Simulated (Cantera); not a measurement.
A Cantera script and what it prints.

```python
import numpy as np
import cantera as ct

gas_names = """
    F F2 N NF NF2 NF3 N2 Si SiF SiF2 SiF3 SiF4 SiN Si2 Si2N Si3
""".split()
cond_names = """
    Si(cr) Si(L) Si3N4(a)
""".split()


# ... load() reads the species with a 1 bar reference pressure and builds the phases ...
atoms = {
    'Si': {'Si': 1},
    'NF3': {'N': 1, 'F': 3},
}
top_T = {'Si3N4(a)': 2400}  # K; cautious upper limits of use, not melting points


# ... equilibrate(T, P, feed) seeds the gas with the atoms and calls Mixture.equilibrate('TP', solver="vcs", rtol=1e-11, max_steps=5000) ...
results = []
feed = {'Si': 1, 'NF3': 4.8}  # mol
P = 5.8  # Pa
for T in [650, 700, 750, 800, 850, 900, 950, 1000, 1050, 1100, 1150, 1200, 1250]:
    mix = equilibrate(T, P, feed)
    results.append((T, P, feed, dict(zip(mix.species_names, mix.species_moles))))

top = {s: max(r[3][s] / sum(r[3][g] for g in gas_names) for r in results) for s in gas_names}
cols = sorted((s for s in top if top[s] > 1e-05), key=lambda s: -top[s])[:5]
seen = [c for c in cond_names if any(r[3].get(c, 0) > 1e-12 for r in results)]
print("log10 of partial pressures in bar; condensed amounts in mol")
print(f"{'T/K':>10s}" + "".join(f"{s[:9]:>10s}" for s in cols + seen))
for T, P, feed, n in results:
    ng = sum(n[g] for g in gas_names)
    print(f"{T:10.4g}" + "".join(f"{np.log10(max(n[s] / ng * P / 1e5, 1e-99)):10.3f}" for s in cols)
          + "".join(f"{n.get(c, 0):10.4g}" for c in seen))
```

Result:

```
log10 of partial pressures in bar; condensed amounts in mol
       T/K         F        F2        N2      SiF4       NF3
       650    -5.558    -4.500    -4.810    -5.171    -5.871
       700    -5.113    -4.542    -4.822    -5.199    -6.696
       750    -4.770    -4.669    -4.860    -5.240    -7.557
       800    -4.541    -4.922    -4.915    -5.295    -8.533
       850    -4.424    -5.316    -4.962    -5.342    -9.649
       900    -4.380    -5.789    -4.984    -5.364   -10.813
       950    -4.366    -6.263    -4.992    -5.372   -11.925
      1000    -4.362    -6.707    -4.995    -5.375   -12.948
      1050    -4.360    -7.115    -4.996    -5.376   -13.880
      1100    -4.360    -7.487    -4.996    -5.376   -14.729
      1150    -4.360    -7.828    -4.996    -5.376   -15.505
      1200    -4.360    -8.142    -4.996    -5.376   -16.217
      1250    -4.359    -8.430    -4.996    -5.376   -16.871
```

Method: chemical equilibrium by Gibbs-energy minimisation in Cantera with the NASA 1993 tables (ideal gas, pure condensed phases).
